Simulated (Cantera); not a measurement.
## Thermodynamics of calcination and drying, feed MgSO4 + H2 + O2

A closed system holds: 1 mol MgSO4, 0.39 mol H2, 0.3 mol O2, held at 230000 Pa.

Method: chemical equilibrium by Gibbs-energy minimisation in Cantera with the NASA 1993 tables (ideal gas, pure condensed phases). Candidate condensed phases: H2O, H2SO4, Mg, MgO, Mg(OH)2, MgS, MgSO4, S; 26 gas species. Mutual solubility and eutectic melting of coexisting phases are not modelled. The numbers say what is thermodynamically allowed, not how fast it happens.

From 798 K to 1098 K the condensed part is MgSO4(s). From 1148 K to 1298 K the condensed part is MgO(s) + MgSO4(s).

```tsv
T (K)	log p H2O	log p O2	log p SO2	log p SO3	n MgSO4(s)	n MgO(s)
798	0.26	-0.31	-10.39	-8.99	1.00	0
848	0.26	-0.31	-8.93	-7.91	1.00	0
898	0.26	-0.31	-7.63	-6.95	1.00	0
948	0.26	-0.31	-6.47	-6.09	1.00	0
998	0.26	-0.31	-5.43	-5.32	1.000	0
1048	0.26	-0.31	-4.50	-4.63	1.000	0
1098	0.26	-0.31	-3.65	-4.00	1.000	0
1148	0.26	-0.31	-2.88	-3.44	1.000	0.000362
1198	0.26	-0.31	-2.18	-2.92	0.998	0.00169
1248	0.25	-0.31	-1.54	-2.44	0.993	0.00714
1298	0.22	-0.30	-0.95	-2.01	0.972	0.0282
```
log p: log10 of the partial pressure in bar; n: condensed amount in mol.
